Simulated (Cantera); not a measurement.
Input: 1 mol SiCl4, 0.0072 mol Cl2, 210 mol H2, equilibrated at 1 atm.

Method: chemical equilibrium by Gibbs-energy minimisation in Cantera with the NASA 1993 tables (ideal gas, pure condensed phases). Candidate condensed phases: Si; 19 gas species. Equilibrium is a limit: real reactors are often held back by kinetics, nucleation or transport.

Over these rows the condensed part is Si(s). Partial pressures as log10 of bar:

```csv
T (K),1000/T (1/K),log p SiCl4,log p H2,log p HCl
1400,0.7143,-4.61,0.00,-1.78
1450,0.6897,-4.95,0.00,-1.77
1500,0.6667,-5.27,0.00,-1.77
1550,0.6452,-5.58,0.00,-1.77
1600,0.6250,-5.87,0.00,-1.77
1650,0.6061,?,0.00,-1.77
```

Task: Fit log p(SiCl4) = a + b·(1000/T) to the five rows, give the apparent enthalpy, and predict the row at 1650 K.

Result: Means: 1000/T = 0.6682, log p = -5.256. Sxy = 0.070357, Sxx = 0.0049849, so b = 14.11 and a = -5.256 − (14.11)×0.6682 = -14.68.
Apparent enthalpy: −19.145 × (14.11) = -270 kJ/mol. With the condensed phases at unit activity, Si(s) + 4 HCl(g) = SiCl4(g) + 2 H2(g) links this pressure to the main gases: over the six rows their terms move log p by +0.04 in all, so the slope is close to that reaction's ΔH°. The five rows lie within 0.01 of the line.
Prediction at 1650 K: -14.68 + (14.11)×0.6061 = -6.13. The computed value is -6.15, 0.02 from the line.
